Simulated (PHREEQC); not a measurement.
Consider water at 40 °C with 0.048 mol/kgw Cu(NO3)2, 0.094 mol/kgw HCl and 0.0071 mol/kgw KCl. Closed to the air; pH follows from the charge balance.

Computed with PHREEQC (ion-association model, phreeqc.dat).

The ionic strength comes out as 0.232 mol/kgw. What activity coefficients do Cu+2, Cl-, NO3-, H+, CuCl+ get?

Cu+2 0.30, Cl- 0.70, NO3- 0.67, H+ 0.79, CuCl+ 0.70.

No solid was allowed to form. At this temperature some constants are extrapolated from 25 °C, and those without enthalpy data are left unchanged.
